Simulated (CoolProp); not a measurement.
20 sccm (0 °C, 1 atm) of nitrogen bubbles through liquid benzene at 307.4 K and leaves saturated at a total pressure of 0.15 MPa (ideal gas phase). Each further row changes one setting.

The numbers come from the reference Helmholtz-energy equation of state, Thol 2012 in CoolProp.

```csv
case,vapour pressure (kPa),mole fraction of vapour,delivery (mg/min),delivery (sccm),change of delivery for a bath 1 K warmer (%)
as stated,19.2,0.128,(withheld),2.93,5.0
bath temperature 312.4 K,23.6,0.158,(withheld),3.74,5.0
total pressure 0.3 MPa,19.2,0.0639,(withheld),(withheld),4.7
```

Complete the blanks.


- as stated, delivery (mg/min): 10.2
- bath temperature 312.4 K, delivery (mg/min): 13.0
- total pressure 0.3 MPa, delivery (mg/min): 4.76
- total pressure 0.3 MPa, delivery (sccm): 1.36
